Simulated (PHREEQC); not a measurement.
Make-up at 52 °C: 0.0025 mol KOH, 4e-05 mol NaAlO2 and 0.023 mol K2CO3 per kg of water. Closed to the air; pH follows from the charge balance.

Equilibrium calculation in PHREEQC: ion-association model, phreeqc.dat.

| Quantity | Value |
|---|---|
| pH | 10.80 |
| ionic strength | 0.0690 mol/kgw |
| specific conductance | 10200 µS/cm |
| density | 0.990 g/cm³ |
| total alkalinity | 48.7 meq/kg |

```
species   molality  activity   log γ
--------  --------  --------  ------
K+          0.0485    0.0379  -0.107
CO3-2       0.0205   0.00849  -0.383
OH-        0.00497   0.00387  -0.108
HCO3-      0.00247   0.00198  -0.096
Al(OH)4-   4.00e-5   3.17e-5  -0.101
Na+        2.57e-5   2.05e-5  -0.098
```

No solid was allowed to form. Complexes and solids missing from the database can't appear. Constants without temperature data keep their 25 °C values here.
